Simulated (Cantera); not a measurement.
## Catalytic stagnation flow on Pt

A jet of CH4 : O2 : N2 = 0.08 : 0.055 : 0.79 (molar parts) at 300 K and 0.0450 bar hits a platinum plate 2.4 cm away at a mass flux of 0.074 kg/m²/s; the plate temperature is set and raised in steps from an oxygen-covered start.

Model: Deutschmann's 1995 Pt surface mechanism with GRI-Mech 3.0 gas chemistry, integrated in Cantera. Catalytic surfaces can have several steady states; this one follows from the mechanism file's or the stated starting coverage.

| plate T (K) | wall x CH4 | wall x O2 | wall x H2O | wall x OH | wall x CO | wall x CO2 | θ free Pt | θ H* | θ CO* | θ C* |
|---|---|---|---|---|---|---|---|---|---|---|
| 850 | 0.0590 | 0.0180 | 0.0470 | <1e-8 | 0.0287 | 1.84e-5 | 0.318 | 0.000853 | 0.123 | 0.559 |
| 900 | 0.0550 | 0.0163 | 0.0462 | <1e-8 | 0.0328 | 1.43e-5 | 0.353 | 0.00123 | 0.0625 | 0.583 |
| 950 | 0.0483 | 0.0135 | 0.0446 | <1e-8 | 0.0396 | 1.65e-5 | 0.412 | 0.00152 | 0.0415 | 0.545 |
| 1000 | 0.0389 | 0.0102 | 0.0415 | <1e-8 | 0.0492 | 2.61e-5 | 0.506 | 0.00180 | 0.0341 | 0.458 |
| 1050 | 0.0276 | 0.00684 | 0.0365 | <1e-8 | 0.0607 | 5.92e-5 | 0.654 | 0.00207 | 0.0334 | 0.310 |
x: mole fraction at the wall; θ: surface coverage.
